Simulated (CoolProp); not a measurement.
Vapour-liquid equilibrium of dimethyl ether (1) + n-pentane (2) at 0.207 MPa; x and y are mole fractions of (1).

Model: multi-fluid Helmholtz-energy mixture model, Wu 2011 and Thol 2019; pair parameters Bell 2016, in CoolProp.

Question: Give the bubble temperature and the first vapour's composition at x = 0.2, 0.35, 0.65. Is there an azeotrope?

Answer: x = 0.2: 32.0 °C, y = 0.658; x = 0.35: 15.2 °C, y = 0.856; x = 0.65: 0.1 °C, y = 0.954. No azeotrope shows between x = 0.05 and 0.95.

Pair parameters are fitted to limited data, so mixtures are less certain than the pure fluids. The gap from Raoult's law changes sign with composition, which may be real or a fault of the pair parameters; it wasn't checked against measurements.
